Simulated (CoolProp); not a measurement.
A simple Rankine cycle with chloromethane (R40): condensing at 315.15 K, boiler at 2.57 MPa, turbine inlet 362.9 K, turbine efficiency 0.75, pump efficiency 0.7, no recuperator. Each further row changes one setting.

The numbers come from the reference Helmholtz-energy equation of state, Thol 2014 in CoolProp.

| case | thermal efficiency (%) | net work (kJ/kg) | heat in (kJ/kg) | turbine exit temperature (K) | volume ratio over the turbine |
|---|---|---|---|---|---|
| as stated | 8.2 | 29.6 | 360 | 315.2 | 2.69 |
| turbine inlet 382.9 K | [?] | 33.0 | 389 | 319.1 | 2.55 |
| condensing temperature 307.15 K | 9.6 | [?] | 373 | 307.1 | 3.28 |
| boiler pressure 1.8 MPa | 5.8 | [?] | 383 | 322.7 | 1.83 |
| turbine efficiency 0.65 | 7.0 | 25.3 | 360 | 315.2 | 2.72 |

Problem. Complete the blanks.

Solution. 
- turbine inlet 382.9 K, thermal efficiency (%): 8.5
- condensing temperature 307.15 K, net work (kJ/kg): 35.7
- boiler pressure 1.8 MPa, net work (kJ/kg): 22.2

The expansion ends wet for: as stated; condensing temperature 307.15 K; turbine efficiency 0.65.
